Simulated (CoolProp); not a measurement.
1-butene along the isobar 259 kPa: density (kg/m³) from the reference equation and from simpler models built on Tc = 419.3 K, pc = 4006 kPa, ω = 0.192; each cubic takes its own stable root.

Computed with CoolProp (reference Helmholtz-energy equation of state, Lemmon 2005). It is a short technical equation, of lower accuracy than the large ones.

```tsv
T (K)	phase	reference
150.8	liquid	749.9
163.3	liquid	736.8
175.8	liquid	723.7
188.3	liquid	710.6
200.8	liquid	697.6
213.3	liquid	684.4
225.8	liquid	671.1
238.3	liquid	657.7
250.8	liquid	643.9
263.3	liquid	629.9
275.8	liquid	615.4
288.3	liquid	600.4
300.8	gas	6.263
313.3	gas	5.947
325.8	gas	5.669
```

Problem. How far does each simpler model (van der Waals, Redlich-Kwong, Soave-Redlich-Kwong) lie from the reference over these 15 states: mean and median of the absolute difference, and the worst?

Solution. 
- van der Waals: mean 47.6 %, median 38.8 %, worst -98.9 % at 288.3 K and 259 kPa
- Redlich-Kwong: mean 13.5 %, median 9.0 %, worst -98.9 % at 288.3 K and 259 kPa
- Soave-Redlich-Kwong: mean 6.4 %, median 7.3 %, worst -9.6 % at 150.8 K and 259 kPa

At some of these states van der Waals, Redlich-Kwong gives the other phase, because its saturation line lies elsewhere.
